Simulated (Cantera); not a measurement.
An isothermal, constant-pressure homogeneous reactor starts with 40.0 % CH₄, 60.0 % CO₂, at 2050 K and 5.00 bar.

Detailed kinetics in Cantera: GRI-Mech 3.0 (53 species, 325 reactions).

x: mole fraction; the columns are a selection and need not sum to one.

| t (s) | x CH₄ | x CO₂ | x OH | x O | x CH₃ |
|---|---|---|---|---|---|
| 1.00e-6 | 0.394 | 0.598 | 1.23e-6 | 8.19e-10 | 0.00419 |
| 4.44e-6 | 0.362 | 0.590 | 4.58e-6 | [?] | 0.0101 |
| 1.97e-5 | 0.225 | 0.516 | 1.40e-5 | [?] | 0.00750 |
| 8.77e-5 | 0.0884 | 0.357 | 3.04e-5 | [?] | 0.00303 |
| 0.000390 | 0.0194 | 0.149 | 6.76e-5 | 2.83e-8 | 0.000955 |
| 0.00173 | 0.0115 | 0.0761 | 4.65e-5 | 2.76e-8 | 0.000499 |
| 0.00770 | 0.00586 | 0.0397 | 2.38e-5 | [?] | 0.000211 |
| 0.0342 | 0.000765 | 0.0269 | 1.61e-5 | 1.96e-8 | 2.55e-5 |
| 0.152 | 2.30e-7 | 0.0263 | 1.58e-5 | 1.94e-8 | 7.67e-9 |
| 0.675 | 2.30e-7 | 0.0263 | 1.58e-5 | 1.94e-8 | 7.65e-9 |
| 3.00 | 2.30e-7 | 0.0263 | 1.58e-5 | 1.94e-8 | 7.65e-9 |

**Question.** Complete the blanks.

**Answer.** 
- 4.44e-6, x O: 4.34e-9
- 1.97e-5, x O: 1.03e-8
- 8.77e-5, x O: 1.34e-8
- 0.00770, x O: 2.27e-8
